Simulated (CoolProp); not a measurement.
Model: reference Helmholtz-energy equation of state, Lemmon 2013, in CoolProp.

Question: For propylene, give the phase and the Z, isothermal compressibility (1/MPa), fugacity coefficient at 433.4 K and 2.26 MPa; 539.6 K and 2.26 MPa.

Answer: 
- 433.4 K and 2.26 MPa: gas; Z 0.899, isothermal compressibility 0.494, fugacity coefficient 0.905
- 539.6 K and 2.26 MPa: gas; Z 0.956, isothermal compressibility 0.462, fugacity coefficient 0.956
